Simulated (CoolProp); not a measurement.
Cyclohexane along the isobar 1.57 MPa: density (kg/m³) from the reference equation and from simpler models built on Tc = 280.5 °C, pc = 4.081 MPa, ω = 0.209; each cubic takes its own stable root.

The numbers come from the reference Helmholtz-energy equation of state, Zhou 2014 in CoolProp.

```csv
T (°C),phase,reference,Redlich-Kwong,Soave-Redlich-Kwong
201.75,liquid,…,…,…
219.85,gas,42.27,41.22,…
238.05,gas,38.94,38.42,38.74
256.15,gas,36.36,36.11,36.26
274.25,gas,34.25,34.16,34.19
292.45,gas,32.46,32.46,32.41
310.55,gas,30.92,30.97,30.86
328.75,gas,29.56,29.64,29.49
346.85,gas,28.36,28.45,28.27
```

Task: Complete the blanks.

Result: 
- 201.75, reference: 575.3
- 201.75, Redlich-Kwong: 44.73
- 201.75, Soave-Redlich-Kwong: 513.1
- 219.85, Soave-Redlich-Kwong: 41.82

At some of these states Redlich-Kwong gives the other phase, because its saturation line lies elsewhere.
